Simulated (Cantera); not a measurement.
What does this Cantera script print?

```python
import numpy as np
import cantera as ct

gas_names = """
    Cu CuF CuF2 Cu2 F F2 N NF NF2 NF3 N2
""".split()
cond_names = """
    Cu(cr) Cu(L) CuF2(s) CuF2(L)
""".split()


# ... load() reads the species with a 1 bar reference pressure and builds the phases ...
atoms = {
    'CuF2': {'Cu': 1, 'F': 2},
    'N2': {'N': 2},
}
top_T = {}  # K; cautious upper limits of use, not melting points


# ... equilibrate(T, P, feed) seeds the gas with the atoms and calls Mixture.equilibrate('TP', solver="vcs", rtol=1e-11, max_steps=5000) ...
results = []
feed = {'CuF2': 1, 'N2': 23}  # mol
T = 1875  # K
P = 1333.22  # Pa
mix = equilibrate(T, P, feed)
results.append((T, P, feed, dict(zip(mix.species_names, mix.species_moles))))
x = sorted(zip(gas.X, gas.species_names), reverse=True)
print(f"T = {T:g} K  P = {P:g} Pa  gas = {mix.phase_moles(0):.4g} mol")
print("   x: " + "  ".join(f"{s} {v:.3e}" for v, s in x if v > 1e-05))
print("   condensed (mol): " + ("  ".join(f"{mix.phase(i).name} {mix.phase_moles(i):.4g}"
      for i in range(1, mix.n_phases) if mix.phase_moles(i) > 1e-12) or "none"))
```

Result:

```
T = 1875 K  P = 1333.22 Pa  gas = 24.75 mol
   x: N2 9.292e-01  F 3.042e-02  CuF 3.037e-02  CuF2 1.000e-02  Cu 2.574e-05
   condensed (mol): none
```

Method: chemical equilibrium by Gibbs-energy minimisation in Cantera with the NASA 1993 tables (ideal gas, pure condensed phases).
